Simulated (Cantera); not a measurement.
Feed: 1 mol Fe₂O₃, 0.21 mol H₂O, equilibrated at 0.260 bar.

Equilibrium computed with Cantera from the NASA thermochemical tables; the gas is ideal and each condensed phase is pure. Candidate condensed phases: Fe, FeO, Fe(OH)₂, Fe(OH)₃, Fe₂O₃, Fe₃O₄, H₂O; 12 gas species. Mutual solubility and eutectic melting of coexisting phases are not modelled. The numbers say what is thermodynamically allowed, not how fast it happens. All values below are at 1325 °C.

Base state: H₂O 0.797, O₂ 0.202, OH 0.000682, H₂ 2.26e-5, O 1.25e-5 (mole fractions); condensed: Fe₂O₃(s) + Fe₃O₄(s).

Task: What changes in the equilibrium state with this change: 0.0008 mol H₂S added?

Result: 
| species | before | after |
|---|---|---|
| H₂O | 0.797 | 0.794 |
| O₂ | 0.202 | 0.202 |
| SO₂ | 0 | 0.00300 |
| SO₃ | 0 | 1.61e-5 |
| H₂ | 2.26e-5 | 2.25e-5 |
| OH | 0.000682 | 0.000681 |
| O | 1.25e-5 | 1.25e-5 |
| Fe₂O₃(s), mol | 0.681 | 0.671 |
| Fe₃O₄(s), mol | 0.213 | 0.219 |
Further candidate phases: FeS, FeSO₄, FeS₂, Fe₂(SO₄)₃, H₂SO₄, S.

Task: What changes in the equilibrium state with this change: Fe₂O₃ replaced by Fe₃O₄?

Result: 
| species | before | after |
|---|---|---|
| H₂O | 0.797 | 0.999 |
| H₂ | 2.26e-5 | 0.000710 |
| O₂ | 0.202 | 0.000320 |
| Fe(OH)₂ | 3.58e-6 | 1.31e-5 |
| O | 1.25e-5 | 4.96e-7 |
| OH | 0.000682 | 0.000152 |
| Fe₂O₃(s), mol | 0.681 | 0 |
| Fe₃O₄(s), mol | 0.213 | 1.000 |
